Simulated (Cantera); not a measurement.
An isothermal, constant-pressure homogeneous reactor starts with NH₃ : H₂ = 1 : 3.6 (molar parts), at 1850 K and 1700 Pa. Integrator tolerance rtol = 1e-08.

Cantera simulation using the gas-phase N/H chemistry of the illustrative SiF4/NH3 mechanism in the Surface Chemkin manual (1991); the numbers are that mechanism's predictions, not measurements. Walls and surfaces, which speed up NH3 decomposition in real reactors, are not modelled.

### Question
What does this change do: NH3 1 to 0.2 parts?

### Answer
```json
[
 {"quantity": "x(NH₃) at 20.0 s", "before": "0.0216 (gas-phase equilibrium 1.15e-7)", "after": "0.00705 (gas-phase equilibrium 6.73e-8)"},
 {"quantity": "x(H₂) at 20.0 s", "before": "0.897 (gas-phase equilibrium 0.907)", "after": "0.970 (gas-phase equilibrium 0.971)"},
 {"quantity": "x(N₂) at 20.0 s", "before": "0.0803 (gas-phase equilibrium 0.0891)", "after": "0.0216 (gas-phase equilibrium 0.0249)"},
 {"quantity": "x(N) at 20.0 s", "before": "3.74e-7 (gas-phase equilibrium 1.98e-10)", "after": "3.99e-7 (gas-phase equilibrium 1.05e-10)"},
 {"quantity": "x(N₂H₂) at 20.0 s", "before": "5.10e-8 (gas-phase equilibrium <1e-12)", "after": "1.45e-8 (gas-phase equilibrium <1e-12)"},
 {"quantity": "x(H) at 20.0 s", "before": "0.000849 (gas-phase equilibrium 0.00396)", "after": "0.00136 (gas-phase equilibrium 0.00410)"}
]
```

### Question
What does this change do: temperature 1850 to 2025 K?

### Answer
```tsv
quantity	before	after
x(NH₃) at 20.0 s	0.0216 (gas-phase equilibrium 1.15e-7)	2.61e-6 (gas-phase equilibrium 8.27e-8)
x(H₂) at 20.0 s	0.897 (gas-phase equilibrium 0.907)	0.897 (gas-phase equilibrium 0.897)
x(N₂) at 20.0 s	0.0803 (gas-phase equilibrium 0.0891)	0.0887 (gas-phase equilibrium 0.0887)
x(N) at 20.0 s	3.74e-7 (gas-phase equilibrium 1.98e-10)	9.22e-8 (gas-phase equilibrium 2.93e-9)
x(N₂H₂) at 20.0 s	5.10e-8 (gas-phase equilibrium <1e-12)	<1e-12 (gas-phase equilibrium <1e-12)
x(H) at 20.0 s	0.000849 (gas-phase equilibrium 0.00396)	0.0141 (gas-phase equilibrium 0.0141)
```
